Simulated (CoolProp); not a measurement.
Vapour-liquid equilibrium of CHF3 (R23) (1) + propane (2) at -42.05 °C; x and y are mole fractions of (1).

The numbers come from the multi-fluid Helmholtz-energy mixture model, Penoncello 2003 and Lemmon 2009; pair parameters Bell 2016 in CoolProp.

```json
[
 {"x": "0.05", "bubble pressure, mixture model (kPa)": "253.5", "bubble pressure, Raoult's law (kPa)": "129.2", "y, mixture model": "0.599", "y, Raoult's law": "0.253"},
 {"x": "0.15", "bubble pressure, mixture model (kPa)": "455.9", "bubble pressure, Raoult's law (kPa)": "184.5", "y, mixture model": "0.782", "y, Raoult's law": "0.532"},
 {"x": "0.25", "bubble pressure, mixture model (kPa)": "560.4", "bubble pressure, Raoult's law (kPa)": "239.8", "y, mixture model": "0.828", "y, Raoult's law": "0.682"},
 {"x": "0.35", "bubble pressure, mixture model (kPa)": "606.7", "bubble pressure, Raoult's law (kPa)": "295.1", "y, mixture model": "0.845", "y, Raoult's law": "0.776"},
 {"x": "0.45", "bubble pressure, mixture model (kPa)": "624.1", "bubble pressure, Raoult's law (kPa)": "350.3", "y, mixture model": "0.851", "y, Raoult's law": "0.840"},
 {"x": "0.55", "bubble pressure, mixture model (kPa)": "630.7", "bubble pressure, Raoult's law (kPa)": "405.6", "y, mixture model": "0.855", "y, Raoult's law": "0.887"},
 {"x": "0.65", "bubble pressure, mixture model (kPa)": "636.4", "bubble pressure, Raoult's law (kPa)": "460.9", "y, mixture model": "0.858", "y, Raoult's law": "0.923"},
 {"x": "0.75", "bubble pressure, mixture model (kPa)": "645.4", "bubble pressure, Raoult's law (kPa)": "516.2", "y, mixture model": "0.867", "y, Raoult's law": "0.951"},
 {"x": "0.85", "bubble pressure, mixture model (kPa)": "656.9", "bubble pressure, Raoult's law (kPa)": "571.4", "y, mixture model": "0.890", "y, Raoult's law": "0.973"},
 {"x": "0.95", "bubble pressure, mixture model (kPa)": "662.1", "bubble pressure, Raoult's law (kPa)": "626.7", "y, mixture model": "0.946", "y, Raoult's law": "0.992"}
]
```

The largest gap from Raoult's law is +147.1 % in bubble pressure, at x = 0.15. y crosses x between x = 0.85 and 0.95: the model has an azeotrope there.

The pair parameters rest on a limited set of measurements; away from them the model extrapolates. With so large a gap from Raoult's law the liquid may split in two, which this calculation doesn't test in full.
